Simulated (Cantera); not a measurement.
## Diamond growth

A diamond (100) surface in a fixed gas of H2 with x(CH4) = 0.0026, x(H) = 0.0011, at 1225 K, 9.00 Torr; coverages are run to steady state.

Model: the Harris–Goodwin 1993 mechanism for the reconstructed diamond (100) surface, integrated in Cantera.

| x(CH3) | growth (µm/h) | θ c6HH | θ c6H* | θ c6*H | θ c6** | θ c6HM |
|---|---|---|---|---|---|---|
| 1e-06 | 0.000887 | 0.450 | 0.0398 | 0.485 | 0.0252 | 2.33e-6 |
| 2.5e-06 | 0.00222 | 0.450 | 0.0398 | 0.485 | 0.0252 | 5.81e-6 |
| 6.2e-06 | 0.00549 | 0.450 | 0.0398 | 0.485 | 0.0252 | 1.44e-5 |
| 1.5e-05 | 0.0133 | 0.450 | 0.0398 | 0.485 | 0.0251 | 3.49e-5 |
| 3.8e-05 | 0.0335 | 0.450 | 0.0397 | 0.485 | 0.0250 | 8.82e-5 |
| 9.4e-05 | 0.0822 | 0.450 | 0.0397 | 0.485 | 0.0248 | 0.000217 |
| 0.00023 | 0.197 | 0.449 | 0.0397 | 0.484 | 0.0243 | 0.000528 |
| 0.00058 | 0.474 | 0.448 | 0.0395 | 0.483 | 0.0230 | 0.00131 |
| 0.0014 | 1.03 | 0.446 | 0.0393 | 0.479 | 0.0205 | 0.00303 |
θ: site fractions in the mechanism's names (c6HH fully hydrogenated, c6H* and c6*H radical sites, c6** diradical, c6HM methylated).
